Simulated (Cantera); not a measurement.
Charge: 1 mol CH3Cl, 0.17 mol HCl, equilibrated at 3275 K and 0.398 Torr.

Equilibrium computed with Cantera from the NASA thermochemical tables; the gas is ideal and each condensed phase is pure. Candidate condensed phases: C, C6H6, C7H8, C8H18; 91 gas species. The numbers say what is thermodynamically allowed, not how fast it happens.

Base state: H 0.616, Cl 0.228, C 0.125, C3 0.0146, C2 0.0131, H2 0.00171, HCl 0.000946, C2H 0.000279 (mole fractions); condensed: gas only.

Question: What changes in the equilibrium state with this change: temperature from 3275 K to 2798 K?

Answer: 
```tsv
species	before	after
H	0.616	0.626
Cl	0.228	0.245
C3	0.0146	0.0581
C	0.125	0.0122
H2	0.00171	0.0314
HCl	0.000946	0.0178
C2	0.0131	0.00567
C4H2	2.42e-9	1.44e-5
C2H2 (acetylene)	3.15e-6	0.00104
C2HCl	5.18e-8	1.04e-5
C5	8.16e-6	0.000552
C2H	0.000279	0.00261
C(graphite), mol	0	0.0706
```
